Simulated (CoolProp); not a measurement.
n-decane along the isobar 0.693 MPa: Z from the reference equation and from simpler models built on Tc = 344.5 °C, pc = 2.101 MPa, ω = 0.488; each cubic takes its own stable root.

Model: reference Helmholtz-energy equation of state, Lemmon 2006, in CoolProp. It is a short technical equation, of lower accuracy than the large ones.

```csv
T (°C),phase,reference
24.55,liquid,0.05477
36.25,liquid,0.05336
48.05,liquid,0.05206
59.85,liquid,0.05088
71.55,liquid,0.04980
83.35,liquid,0.04881
95.05,liquid,0.04791
106.85,liquid,0.04709
118.65,liquid,0.04635
130.35,liquid,0.04568
142.15,liquid,0.04508
153.85,liquid,0.04455
165.65,liquid,0.04409
177.45,liquid,0.04370
189.15,liquid,0.04338
200.95,liquid,0.04314
```

### Question
How far does each simpler model (van der Waals, Soave-Redlich-Kwong) lie from the reference over these 16 states: mean and median of the absolute difference, and the worst?

### Answer
- van der Waals: mean 85.9 %, median 85.7 %, worst +87.9 % at 24.55 °C and 0.693 MPa
- Soave-Redlich-Kwong: mean 19.5 %, median 19.2 %, worst +21.6 % at 24.55 °C and 0.693 MPa
